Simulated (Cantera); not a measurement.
Mixture: CH4 : O2 : N2 = 1 : 2.2 : 8.26 (molar parts), equivalence ratio 0.91, at 0.360 bar, adiabatic and at constant pressure. Ignition delay is the time to a rise of 400 K.

Model: GRI-Mech 3.0 (53 species, 325 reactions), integrated in Cantera.

What does this change do: pressure from 0.360 bar to 0.430 bar?


```
quantity                                                before       after
--------------------------------------------------  ----------  ----------
delay at 1050 K                                         1.16 s     0.990 s
delay at 1125 K                                        0.321 s     0.278 s
delay at 1200 K                                        99.0 ms     86.5 ms
delay at 1275 K                                        33.7 ms     29.6 ms
delay at 1350 K                                        12.7 ms     11.2 ms
delay at 1425 K                                        5.33 ms     4.66 ms
apparent activation energy between 1275 and 1425 K  190 kJ/mol  190 kJ/mol
```
